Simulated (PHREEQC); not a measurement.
PHREEQC input (ion-association model, wateq4f.dat):

```
SOLUTION_MASTER_SPECIES
  An  An-  0  An  62.0  # stands for a non-complexing anion
SOLUTION_SPECIES
  An- = An-
    -log_k 0
    -gamma 3.0 0
PHASES
  Fix_H+
    H+ = H+
    -log_k 0
SOLUTION 1
  temp 25
  units mmol/kgw
  pH 7 charge
  Na 300
  An 300
END
SELECTED_OUTPUT 1
  -reset false
  -pH true
  -pe true
  -ionic_strength true
  -water true
  -totals Na
  -molalities Hfo_wOH Hfo_wOH2+ Hfo_wO- Hfo_sOH Hfo_sOH2+ Hfo_sO-
USER_PUNCH 1
  -headings sigma psi
  10 PUNCH EDL("sigma", "Hfo"), EDL("psi", "Hfo")
PRINT
  -reset false
USE solution 1
SURFACE 1
  Hfo_wOH 0.00606742 600 2.7
  Hfo_sOH 0.000151685
EQUILIBRIUM_PHASES 1
  Fix_H+ -4 HAn 10
    -force_equality true
  O2(g) -0.68 10
END
# ... the last block is repeated for the other 16 points of pH, with NaOH or the acid as the point needs
```

Selected output (columns that matter, 17 of 17 rows; pH added in front):

```
pH	mu	Na	m_Hfo_wOH	m_Hfo_wOH2+	m_Hfo_wO-	m_Hfo_sOH	m_Hfo_sOH2+	m_Hfo_sO-	sigma	psi
4	0.30306	0.3	0.00034857	0.0057184	4.8675e-07	8.7142e-06	0.00014296	1.2169e-08	0.34909	0.12275
4.38	0.3028	0.3	0.0006945	0.0053709	2.0573e-06	1.7362e-05	0.00013427	5.1433e-08	0.32778	0.11959
4.75	0.30251	0.3	0.001206	0.0048545	6.8637e-06	3.015e-05	0.00012136	1.7159e-07	0.29596	0.11448
5.12	0.30216	0.3	0.0018434	0.0042055	1.8511e-05	4.6085e-05	0.00010514	4.6277e-07	0.25563	0.10718
5.5	0.30177	0.3	0.0025328	0.0034926	4.2078e-05	6.332e-05	8.7314e-05	1.0519e-06	0.21066	0.097634
5.88	0.3014	0.3	0.0031674	0.0028184	8.1547e-05	7.9186e-05	7.0461e-05	2.0387e-06	0.1671	0.086409
6.25	0.30108	0.3	0.0036815	0.0022478	0.00013813	9.2036e-05	5.6196e-05	3.4532e-06	0.1288	0.074197
6.62	0.3008	0.3	0.0040752	0.0017783	0.00021395	0.00010188	4.4456e-05	5.3487e-06	0.095505	0.06094
7	0.30056	0.3	0.0043588	0.0013971	0.00031153	0.00010897	3.4928e-05	7.7881e-06	0.066279	0.046386
7.38	0.30035	0.3	0.0045371	0.0011027	0.00042766	0.00011343	2.7567e-05	1.0691e-05	0.041212	0.031017
7.75	0.30017	0.3	0.0046296	0.00087963	0.00055819	0.00011574	2.1991e-05	1.3955e-05	0.019625	0.015454
8.12	0.30001	0.30001	0.0046575	0.00070054	0.00070937	0.00011644	1.7514e-05	1.7734e-05	-0.00053873	-0.00043077
8.5	0.30018	0.30036	0.0046246	0.00054692	0.00089584	0.00011562	1.3673e-05	2.2396e-05	-0.021303	-0.016732
8.88	0.30037	0.30074	0.0045226	0.00041459	0.0011302	0.00011306	1.0365e-05	2.8255e-05	-0.04369	-0.032668
9.25	0.30059	0.30117	0.0043404	0.00030312	0.0014238	0.00010851	7.5779e-06	3.5595e-05	-0.068422	-0.047566
9.62	0.30087	0.30168	0.0040568	0.00020934	0.0018011	0.00010142	5.2334e-06	4.5027e-05	-0.097183	-0.061679
10	0.30124	0.30235	0.0036438	0.00013279	0.0022905	9.1096e-05	3.3198e-06	5.7264e-05	-0.13174	-0.075224
```

Complexes and solids missing from the database can't appear.
